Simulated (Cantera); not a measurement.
Charge: 1 mol C₃H₈, 0.51 mol CO₂, 2.5 mol N₂, equilibrated at 2125 °C and 13.3 mbar.

Equilibrium computed with Cantera from the NASA thermochemical tables; the gas is ideal and each condensed phase is pure. Candidate condensed phases: C, C₆H₆, C₇H₈, C₈H₁₈, H₂O; 136 gas species. Equilibrium is a limit: real reactors are often held back by kinetics, nucleation or transport.

Base state: H₂ 0.448, N₂ 0.306, CO 0.129, H 0.0913, HCN 0.0201, C₂H₂ (acetylene) 0.00309, HNC 0.00208, CN 0.000204 (mole fractions); condensed: C(graphite).

Problem. What changes in the equilibrium state with this change: pressure from 13.3 mbar to 15.0 bar?

Solution. 
```
species            before     after
----------------  -------  --------
H₂                  0.448     0.513
N₂                  0.306     0.320
CO                  0.129     0.136
H                  0.0913   0.00291
HCN                0.0201    0.0220
CH₄               4.77e-7  0.000703
C₂H₄              1.96e-8   2.89e-5
CH₃CN             9.22e-9   1.30e-5
NH₃               2.56e-8   3.61e-5
C(graphite), mol     2.26      2.25
```

Problem. What changes in the equilibrium state with this change: CO₂ from 0.51 to 4.6 mol?

Solution. 
| species | before | after |
|---|---|---|
| CO | 0.129 | 0.488 |
| H₂ | 0.448 | 0.174 |
| N₂ | 0.306 | 0.172 |
| CO₂ | 1.20e-9 | 0.0336 |
| HCN | 0.0201 | 4.75e-9 |
| H₂O | 2.45e-8 | 0.0705 |
| H | 0.0913 | 0.0569 |
| OH | <1e-9 | 0.00424 |
| C₂H₂ (acetylene) | 0.00309 | <1e-9 |
| C(graphite), mol | 2.26 | 0 |

Problem. What changes in the equilibrium state with this change: pressure from 13.3 mbar to 0.100 bar?

Solution. 
```tsv
species	before	after
H₂	0.448	0.490
N₂	0.306	0.315
CO	0.129	0.133
H	0.0913	0.0349
HCN	0.0201	0.0213
CN	0.000204	7.56e-5
C₂H	3.61e-5	1.38e-5
C₂H₂ (acetylene)	0.00309	0.00338
C(graphite), mol	2.26	2.26
```
